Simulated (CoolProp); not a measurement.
Vapour pressure (MPa) of the fluoroketone C6F12O (FK-5-1-12): the reference equation beside estimates from Tc = 441.8 K, pc = 1.869 MPa, ω = 0.471.

Values from CoolProp's reference Helmholtz-energy equation of state, McLinden 2015.

```csv
T (K),reference,Lee-Kesler,Redlich-Kwong,Soave-Redlich-Kwong,Peng-Robinson
240.5,0.001653,0.001687,0.01273,0.001708,0.001856
253.1,0.003901,0.003936,0.02314,0.003970,0.004224
265.7,0.008308,0.008331,0.03921,0.008376,0.008758
278.4,0.01631,0.01632,0.06288,0.01636,0.01686
291,0.02962,0.02961,0.09564,0.02962,0.03019
303.6,0.05056,0.05055,0.1395,0.05053,0.05103
316.3,0.08217,0.08220,0.1970,0.08217,0.08239
328.9,0.1271,0.1272,0.2691,0.1274,0.1270
341.5,0.1892,0.1893,0.3581,0.1900,0.1886
354.2,0.2730,0.2731,0.4667,0.2749,0.2722
366.8,0.3815,0.3814,0.5949,0.3854,0.3809
379.5,0.5213,0.5209,0.7466,0.5280,0.5215
392.1,0.6954,0.6945,0.9209,0.7057,0.6973
404.7,0.9106,0.9097,1.121,0.9249,0.9153
```

Absolute difference from the reference over all 14 rows, mean and median: Lee-Kesler 0.3 and 0.1 %, Redlich-Kwong 199.0 and 125.7 %, Soave-Redlich-Kwong 0.9 and 0.8 %, Peng-Robinson 2.4 and 0.4 %.
